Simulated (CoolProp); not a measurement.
Octamethyltrisiloxane (MDM) along the isotherm 575 K: Z from the reference equation and from simpler models built on Tc = 565.4 K, pc = 1438 kPa, ω = 0.528; each cubic takes its own stable root.

Values from CoolProp's reference Helmholtz-energy equation of state, Thol 2017.

```tsv
p (kPa)	phase	reference
898	gas	0.7617
1800	supercritical	0.2508
2700	supercritical	0.3010
3590	supercritical	0.3737
4490	supercritical	0.4479
5390	supercritical	0.5211
6290	supercritical	0.5934
7190	supercritical	0.6646
8090	supercritical	0.7349
8980	supercritical	0.8035
9880	supercritical	0.8722
10800	supercritical	0.9416
11700	supercritical	1.009
12600	supercritical	1.076
13500	supercritical	1.142
14400	supercritical	1.207
```

Question: How far does each simpler model (Soave-Redlich-Kwong, Peng-Robinson) lie from the reference over these 16 states: mean and median of the absolute difference, and the worst?

Answer: 
- Soave-Redlich-Kwong: mean 7.8 %, median 6.0 %, worst +23.1 % at 575 K and 1800 kPa
- Peng-Robinson: mean 4.9 %, median 5.2 %, worst +13.1 % at 575 K and 1800 kPa
